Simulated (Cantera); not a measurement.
**Equilibrium for abatement and gas-phase synthesis: NH3 + O2**

Input: 1 mol NH3, 0.048 mol O2, held at 75.0 Torr.

These are equilibrium values from Cantera (NASA tables, ideal gas, pure condensed phases), not measurements of a reactor. Candidate condensed phases: H2O; 24 gas species. Equilibrium is a limit: real reactors are often held back by kinetics, nucleation or transport.

From 452 °C to 2852 °C nothing is condensed.

```json
[
 {"T (°C)": "452", "x H2": "0.702", "x H": "<1e-12", "x N2": "0.250", "x H2O": "0.0480", "x OH": "<1e-12", "x O": "<1e-12"},
 {"T (°C)": "652", "x H2": "0.702", "x H": "6.90e-10", "x N2": "0.250", "x H2O": "0.0480", "x OH": "<1e-12", "x O": "<1e-12"},
 {"T (°C)": "852", "x H2": "0.702", "x H": "1.18e-7", "x N2": "0.250", "x H2O": "0.0480", "x OH": "4.19e-11", "x O": "<1e-12"},
 {"T (°C)": "1052", "x H2": "0.702", "x H": "4.33e-6", "x N2": "0.250", "x H2O": "0.0480", "x OH": "4.32e-9", "x O": "<1e-12"},
 {"T (°C)": "1252", "x H2": "0.702", "x H": "6.27e-5", "x N2": "0.250", "x H2O": "0.0480", "x OH": "1.33e-7", "x O": "1.02e-11"},
 {"T (°C)": "1452", "x H2": "0.702", "x H": "0.000492", "x N2": "0.250", "x H2O": "0.0480", "x OH": "1.85e-6", "x O": "1.03e-9"},
 {"T (°C)": "1652", "x H2": "0.700", "x H": "0.00253", "x N2": "0.250", "x H2O": "0.0479", "x OH": "1.50e-5", "x O": "4.03e-8"},
 {"T (°C)": "1852", "x H2": "0.694", "x H": "0.00957", "x N2": "0.249", "x H2O": "0.0477", "x OH": "8.16e-5", "x O": "7.97e-7"},
 {"T (°C)": "2052", "x H2": "0.678", "x H": "0.0286", "x N2": "0.246", "x H2O": "0.0470", "x OH": "0.000331", "x O": "9.50e-6"},
 {"T (°C)": "2252", "x H2": "0.642", "x H": "0.0710", "x N2": "0.241", "x H2O": "0.0451", "x OH": "0.00106", "x O": "7.71e-5"},
 {"T (°C)": "2452", "x H2": "0.575", "x H": "0.150", "x N2": "0.231", "x H2O": "0.0409", "x OH": "0.00279", "x O": "0.000461"},
 {"T (°C)": "2652", "x H2": "0.473", "x H": "0.271", "x N2": "0.215", "x H2O": "0.0328", "x OH": "0.00588", "x O": "0.00208"},
 {"T (°C)": "2852", "x H2": "0.345", "x H": "0.424", "x N2": "0.194", "x H2O": "0.0203", "x OH": "0.00910", "x O": "0.00676"}
]
```
x: gas mole fraction; nothing condenses.
